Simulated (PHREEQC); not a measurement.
Ultrapure water in contact with air or piping: an equilibrium model

Model water analysis in mg/L, 55 °C, pH 5.53, pe 11.7: Na 0.00832; K 0.0248; Ca 0.0369; Mg 0.0193; Cl 0.0849; S(6) as SO4 0.00739; Alkalinity as HCO3 0.115; Ni 0.00446.

Cl is adjusted to close the charge balance.
Valence states are taken as typed.

All values are PHREEQC results (ion-association model, wateq4f.dat), not measurements.

```
Property                  Value
--------------  ---------------
ionic strength  9.41e-6 mol/kgw
```

```
species  molality  activity   log γ
-------  --------  --------  ------
CO2       2.74e-5   2.74e-5   0.000
HCO3-     4.82e-6   4.80e-6  -0.002
H+        2.96e-6   2.95e-6  -0.002
Cl-       2.54e-6   2.53e-6  -0.002
Ca+2      9.21e-7   9.07e-7  -0.007
Mg+2      7.94e-7   7.82e-7  -0.007
K+        6.34e-7   6.32e-7  -0.002
```

This is a speciation only: nothing precipitates in the calculation. Constants without temperature data keep their 25 °C values here.
